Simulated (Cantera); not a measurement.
# Equilibrium for metals in furnace atmospheres: Ni + NH₃ + N₂

Input: 1 mol Ni, 1.5 mol NH₃, 5.8 mol N₂, held at 1023 K and 100 Torr.

Cantera equilibrium calculation (NASA polynomials, part measured and part estimated; ideal gas, pure solids and liquids). Candidate condensed phases: Ni; 10 gas species. Rates play no part.

```
Item           Result
----------  ---------
x(N₂)           0.744
x(H₂)           0.256
x(NH₃)        7.46e-6
n(Ni(s))     1.00 mol
gas amount  8.800 mol
```
